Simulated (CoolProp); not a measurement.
Values from CoolProp's reference Helmholtz-energy equation of state, Span 1996.

Problem. Give the vapour pressure (MPa), vapour viscosity (µPa s), liquid conductivity (mW/(m K)) of saturated carbon dioxide at 235.4, 242.5 K.

Solution. 
```
T (K)  p (MPa)  vapour viscosity (µPa s)  liquid conductivity (mW/(m K))
-----  -------  ------------------------  ------------------------------
235.4     1.09                      11.9                             154
242.5     1.40                      12.3                             145
```

Viscosity comes from a separate model (Laesecke 2017). Thermal conductivity comes from a separate model (Huber 2016).
